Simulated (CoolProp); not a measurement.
The fluid at 391.21 K and 0.148 MPa is compressed adiabatically to 0.96 MPa with isentropic efficiency 0.7. The same conditions are run with several fluids, on thermodynamics alone (safety and materials aside).

Computed with CoolProp (reference Helmholtz-energy equation of state of each fluid (isobutane: Bücker 2006; R113: Marx 1992; cyclopentane: Gedanitz 2015; ethane: Bücker 2006)).

```tsv
fluid	work (kJ/kg)	final temperature (K)	final density (kg/m³)
isobutane	154	463.9	15.4
R113	45.7	460.5	53.8
cyclopentane	124	467.4	19.4
ethane	322	526.2	6.66
```
